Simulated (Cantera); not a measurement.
Cantera run:

```python
import numpy as np
import cantera as ct

gas_names = """
    CL CL2 H HCL H2 Si SiCL SiCL2 SiCL3 SiCL4 SiH SiHCL3 SiH2 SiH2CL2 SiH3 SiH3CL SiH4 Si2 Si3
""".split()
cond_names = """
    Si(cr) Si(L)
""".split()


# ... load() reads the species with a 1 bar reference pressure and builds the phases ...
atoms = {
    'SiCl4': {'Si': 1, 'CL': 4},
    'Cl2': {'CL': 2},
    'H2': {'H': 2},
}
top_T = {}  # K; cautious upper limits of use, not melting points


# ... equilibrate(T, P, feed) seeds the gas with the atoms and calls Mixture.equilibrate('TP', solver="vcs", rtol=1e-11, max_steps=5000) ...
results = []
feed = {'SiCl4': 1, 'Cl2': 1.1, 'H2': 17}  # mol
P = 160000  # Pa
for T in [1323, 1373, 1423, 1473, 1523, 1573, 1623, 1673, 1723, 1773]:
    mix = equilibrate(T, P, feed)
    results.append((T, P, feed, dict(zip(mix.species_names, mix.species_moles))))

top = {s: max(r[3][s] / sum(r[3][g] for g in gas_names) for r in results) for s in gas_names}
cols = sorted((s for s in top if top[s] > 1e-06), key=lambda s: -top[s])[:7]
seen = [c for c in cond_names if any(r[3].get(c, 0) > 1e-12 for r in results)]
print("log10 of partial pressures in bar; condensed amounts in mol")
print(f"{'T/K':>10s}" + "".join(f"{s[:9]:>10s}" for s in cols + seen))
for T, P, feed, n in results:
    ng = sum(n[g] for g in gas_names)
    print(f"{T:10.4g}" + "".join(f"{np.log10(max(n[s] / ng * P / 1e5, 1e-99)):10.3f}" for s in cols)
          + "".join(f"{n.get(c, 0):10.4g}" for c in seen))
```

Output:

```
log10 of partial pressures in bar; condensed amounts in mol
       T/K        H2       HCL     SiCL2     SiCL4    SiHCL3     SiCL3   SiH2CL2
      1323     0.114    -0.667    -2.461    -1.251    -1.765    -2.225    -3.121
      1373     0.111    -0.647    -2.144    -1.312    -1.754    -2.061    -3.025
      1423     0.107    -0.622    -1.887    -1.394    -1.774    -1.939    -2.972
      1473     0.102    -0.596    -1.685    -1.498    -1.827    -1.858    -2.961
      1523     0.097    -0.571    -1.530    -1.626    -1.909    -1.816    -2.985
      1573     0.092    -0.548    -1.415    -1.778    -2.016    -1.806    -3.036
      1623     0.088    -0.530    -1.331    -1.950    -2.143    -1.824    -3.108
      1673     0.084    -0.516    -1.270    -2.137    -2.283    -1.863    -3.192
      1723     0.082    -0.505    -1.227    -2.332    -2.431    -1.916    -3.285
      1773     0.080    -0.498    -1.196    -2.531    -2.583    -1.979    -3.381
```

Method: chemical equilibrium by Gibbs-energy minimisation in Cantera with the NASA 1993 tables (ideal gas, pure condensed phases). The tables' values for SiCl3 are old estimates; treat these amounts as uncertain.
